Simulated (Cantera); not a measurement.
Feed: 1 mol Si, a varied amount of HF, 0.64 mol N₂, at 11.0 Pa.

Cantera equilibrium calculation (NASA polynomials, part measured and part estimated; ideal gas, pure solids and liquids). Candidate condensed phases: Si, Si₃N₄; 37 gas species. N₂ is the only nitrogen source here; it is nearly inert below about 1500 K, so the nitride shown seldom forms there in practice. The tables' values for SiF₂, SiF₃ are old estimates. Equilibrium is a limit: real reactors are often held back by kinetics, nucleation or transport.

Task: What condenses at these points (T in K, n(HF) in mol): (1600, 3.4); (1500, 2.6); (1450, 1.8); (1550, 4.1); (1250, 8.8); (1400, 7.3)?

Result: 
```
T (K)  n(HF) in mol  condensed phases  Si condensed (%)
-----  ------------  ----------------  ----------------
1600            3.4          gas only               0.0
1500            2.6                Si              10.8
1450            1.8             Si₃N₄              43.3
1550            4.1          gas only               0.0
1250            8.8          gas only               0.0
1400            7.3          gas only               0.0
```
